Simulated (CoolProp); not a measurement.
Values from CoolProp's reference Helmholtz-energy equation of state, Schmidt 1985. Above 300 K oxygen's equation is extrapolated.

Task: For oxygen, give the phase and the density (kg/m³), Joule-Thomson coefficient (K/MPa), expansivity (1/kK), Prandtl number at 82.8 K and 16.1 MPa.

Result: 
- 82.8 K and 16.1 MPa: liquid; density 1200, Joule-Thomson coefficient -0.358, expansivity 3.53, Prandtl number 2.64

Viscosity comes from a separate model (Lemmon 2004). Thermal conductivity comes from a separate model (Lemmon 2004).
